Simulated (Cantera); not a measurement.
Input: 1 mol AlN, 390 mol H2.

These are equilibrium values from Cantera (NASA tables, ideal gas, pure condensed phases), not measurements of a reactor. Candidate condensed phases: Al, AlN; 13 gas species. Equilibrium is a limit: real reactors are often held back by kinetics, nucleation or transport.

Problem. What condenses at these points (T in K, P in Pa): (875, 1); (1175, 100000); (1175, 13); (1475, 1); (1375, 2200)?

Solution. 
```csv
T (K),P in Pa,condensed phases,Al condensed (%)
875,1,AlN,100.0
1175,100000,AlN,100.0
1175,13,AlN,100.0
1475,1,gas only,0.0
1375,2200,AlN,100.0
```
